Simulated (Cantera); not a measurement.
An isothermal, constant-pressure homogeneous reactor starts with CH₄ : H₂O : H₂ = 1 : 1.3 : 0.19 (molar parts), at 1875 K and 160000 Pa.

Detailed kinetics in Cantera: GRI-Mech 3.0 (53 species, 325 reactions).

x: mole fraction; the columns are a selection and need not sum to one.

| t (s) | x CH₄ | x H₂O | x H₂ | x O₂ | x CO | x CH₂O |
|---|---|---|---|---|---|---|
| 7.00e-5 | 0.340 | 0.506 | 0.126 | 2.48e-9 | 0.000411 | … |
| 0.000254 | 0.229 | 0.460 | 0.245 | 4.75e-9 | 0.00202 | … |
| 0.000921 | 0.115 | 0.407 | 0.371 | 2.58e-9 | 0.00669 | … |
| 0.00334 | 0.0470 | 0.357 | 0.461 | 1.56e-9 | 0.0206 | … |
| 0.0121 | 0.0257 | 0.286 | 0.530 | 9.64e-10 | 0.0578 | … |
| 0.0439 | 0.0172 | 0.190 | 0.608 | 4.21e-10 | 0.122 | … |
| 0.159 | 0.00872 | 0.109 | 0.674 | 1.50e-10 | 0.182 | … |
| 0.578 | 0.00267 | 0.0695 | 0.707 | 6.61e-11 | 0.213 | … |
| 2.10 | 0.000110 | 0.0623 | 0.715 | 5.34e-11 | 0.218 | 1.04e-7 |
| 7.60 | 3.27e-7 | 0.0622 | 0.715 | 5.32e-11 | 0.218 | 1.03e-7 |
| 27.6 | 3.26e-7 | 0.0622 | 0.715 | 5.32e-11 | 0.218 | 1.03e-7 |
| 100 | 3.26e-7 | 0.0622 | 0.715 | 5.32e-11 | 0.218 | 1.03e-7 |

**Question.** Complete the blanks.

**Answer.** 
- 7.00e-5, x CH₂O: 7.84e-5
- 0.000254, x CH₂O: 4.01e-5
- 0.000921, x CH₂O: 1.54e-5
- 0.00334, x CH₂O: 5.43e-6
- 0.0121, x CH₂O: 2.19e-6
- 0.0439, x CH₂O: 8.11e-7
- 0.159, x CH₂O: 2.63e-7
- 0.578, x CH₂O: 1.32e-7
